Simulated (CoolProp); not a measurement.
Model: reference Helmholtz-energy equation of state, Lemmon 2006, in CoolProp. It is a short technical equation, of lower accuracy than the large ones.

Problem. For isohexane, give the phase and the density (kg/m³), cp (kJ/(kg K)), speed of sound (m/s) at 201.65 °C and 3.73 MPa.

Solution. 
- 201.65 °C and 3.73 MPa: liquid; density 438, cp 3.43, speed of sound 326
